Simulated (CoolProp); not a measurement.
Saturation properties of ethanol (Tc = 514.7 K, pc = 62.68 bar, ω = 0.644).

Computed with CoolProp (reference Helmholtz-energy equation of state, Schroeder 2014).

```json
[
 {"T (K)": "271.3", "p (bar)": "0.01405", "vapour density (kg/m³)": "0.02874", "liquid cp (kJ/(kg K))": "2.245", "surface tension (mN/m)": "24.5", "liquid viscosity (µPa s)": "1890", "liquid conductivity (mW/(m K))": "169"},
 {"T (K)": "285.8", "p (bar)": "0.03733", "vapour density (kg/m³)": "0.07260", "liquid cp (kJ/(kg K))": "2.342", "surface tension (mN/m)": "23.1", "liquid viscosity (µPa s)": "1390", "liquid conductivity (mW/(m K))": "166"},
 {"T (K)": "300.3", "p (bar)": "0.08919", "vapour density (kg/m³)": "0.1656", "liquid cp (kJ/(kg K))": "2.452", "surface tension (mN/m)": "21.7", "liquid viscosity (µPa s)": "1040", "liquid conductivity (mW/(m K))": "163"},
 {"T (K)": "314.8", "p (bar)": "0.1946", "vapour density (kg/m³)": "0.3461", "liquid cp (kJ/(kg K))": "2.573", "surface tension (mN/m)": "20.3", "liquid viscosity (µPa s)": "795", "liquid conductivity (mW/(m K))": "160"},
 {"T (K)": "329.3", "p (bar)": "0.3925", "vapour density (kg/m³)": "0.6720", "liquid cp (kJ/(kg K))": "2.707", "surface tension (mN/m)": "18.9", "liquid viscosity (µPa s)": "622", "liquid conductivity (mW/(m K))": "158"},
 {"T (K)": "343.9", "p (bar)": "0.7428", "vapour density (kg/m³)": "1.229", "liquid cp (kJ/(kg K))": "2.851", "surface tension (mN/m)": "17.4", "liquid viscosity (µPa s)": "494", "liquid conductivity (mW/(m K))": "156"},
 {"T (K)": "358.4", "p (bar)": "1.319", "vapour density (kg/m³)": "2.121", "liquid cp (kJ/(kg K))": "3.005", "surface tension (mN/m)": "16.0", "liquid viscosity (µPa s)": "399", "liquid conductivity (mW/(m K))": "153"},
 {"T (K)": "372.9", "p (bar)": "2.223", "vapour density (kg/m³)": "3.492", "liquid cp (kJ/(kg K))": "3.171", "surface tension (mN/m)": "14.6", "liquid viscosity (µPa s)": "326", "liquid conductivity (mW/(m K))": "151"},
 {"T (K)": "387.4", "p (bar)": "3.579", "vapour density (kg/m³)": "5.527", "liquid cp (kJ/(kg K))": "3.350", "surface tension (mN/m)": "[?]", "liquid viscosity (µPa s)": "268", "liquid conductivity (mW/(m K))": "149"},
 {"T (K)": "401.9", "p (bar)": "5.533", "vapour density (kg/m³)": "8.454", "liquid cp (kJ/(kg K))": "3.542", "surface tension (mN/m)": "11.7", "liquid viscosity (µPa s)": "223", "liquid conductivity (mW/(m K))": "146"},
 {"T (K)": "416.4", "p (bar)": "8.250", "vapour density (kg/m³)": "12.56", "liquid cp (kJ/(kg K))": "3.740", "surface tension (mN/m)": "10.3", "liquid viscosity (µPa s)": "185", "liquid conductivity (mW/(m K))": "[?]"},
 {"T (K)": "430.9", "p (bar)": "11.91", "vapour density (kg/m³)": "18.22", "liquid cp (kJ/(kg K))": "3.938", "surface tension (mN/m)": "8.81", "liquid viscosity (µPa s)": "154", "liquid conductivity (mW/(m K))": "[?]"},
 {"T (K)": "445.5", "p (bar)": "16.75", "vapour density (kg/m³)": "25.98", "liquid cp (kJ/(kg K))": "4.136", "surface tension (mN/m)": "7.33", "liquid viscosity (µPa s)": "129", "liquid conductivity (mW/(m K))": "139"}
]
```

Question: What belongs in the gaps?

Answer: 
- 387.4, surface tension (mN/m): 13.2
- 416.4, liquid conductivity (mW/(m K)): 144
- 430.9, liquid conductivity (mW/(m K)): 141

It boils at 351.6 K under 1 atm.

Viscosity comes from a separate model (Kiselev 2005). Thermal conductivity comes from a separate model (Assael 2013). Surface tension comes from a separate correlation (Mulero 2012).
